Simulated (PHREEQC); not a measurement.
Copper plating or etch bath (model solution)

Solution (20 °C): 0.0029 mol/kgw CuSO4, 5.9e-05 mol/kgw H2SO4 and 0.00011 mol/kgw H3BO3. Closed to the air; pH follows from the charge balance.

All values are PHREEQC results (ion-association model, wateq4f.dat), not measurements.

Precipitation was switched off in this run.

Problem. What pH, ionic strength does the model give?

Solution. pH 4.02; ionic strength 0.00966 mol/kgw.

Problem. In which forms is Cu present?

Solution. Cu+2 82 %, CuSO4 18 % of the Cu.

Species that the database lacks are ignored.
